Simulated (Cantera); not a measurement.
A Cantera script and what it prints.

```python
import numpy as np
import cantera as ct

gas_names = """
    CL CL2 H HCL H2 Si SiCL SiCL2 SiCL3 SiCL4 SiH SiHCL3 SiH2 SiH2CL2 SiH3 SiH3CL SiH4 Si2 Si3
""".split()
cond_names = """
    Si(cr) Si(L)
""".split()


# ... load() reads the species with a 1 bar reference pressure and builds the phases ...
atoms = {
    'SiH2Cl2': {'Si': 1, 'H': 2, 'CL': 2},
    'H2': {'H': 2},
}
top_T = {}  # K; cautious upper limits of use, not melting points


# ... equilibrate(T, P, feed) seeds the gas with the atoms and calls Mixture.equilibrate('TP', solver="vcs", rtol=1e-11, max_steps=5000) ...
results = []
feed = {'SiH2Cl2': 1, 'H2': 11}  # mol
T = 1173  # K
P = 33000  # Pa
mix = equilibrate(T, P, feed)
results.append((T, P, feed, dict(zip(mix.species_names, mix.species_moles))))
print(gas.report(threshold=1e-06))
for i in range(1, mix.n_phases):
    print(f"{mix.phase(i).name:16s} {mix.phase_moles(i):12.5e} mol")
```

Output:

```
       temperature   1173 K
          pressure   33000 Pa
           density   0.029001 kg/m^3
  mean mol. weight   8.571 kg/kmol
   phase of matter   gas

                          1 kg             1 kmol
                     ---------------   ---------------
          enthalpy        5.9225e+05        5.0762e+06  J
   internal energy       -5.4564e+05       -4.6767e+06  J
           entropy             22777        1.9522e+05  J/K
    Gibbs function       -2.6125e+07       -2.2391e+08  J
 heat capacity c_p            3908.6             33500  J/K
 heat capacity c_v            2938.5             25186  J/K

                      mass frac. Y      mole frac. X     chem. pot. / RT
                     ---------------   ---------------   ---------------
               HCL           0.14932          0.035105            -38.62
                H2            0.2184           0.92854             -19.1
             SiCL2          0.034864         0.0030189           -62.147
             SiCL3           0.03741         0.0023851           -91.218
             SiCL4           0.36823          0.018578           -120.29
            SiHCL3           0.18097          0.011452           -100.77
           SiH2CL2          0.010649         0.0009037           -81.247
            SiH3CL        0.00015031        1.9356e-05           -61.726
     [  +11 minor]        7.3603e-07        3.8692e-07

Si(cr)            5.42079e-01 mol
```

These are equilibrium values from Cantera (NASA tables, ideal gas, pure condensed phases), not measurements of a reactor. The tables' values for SiCl3 are old estimates; treat these amounts as uncertain.
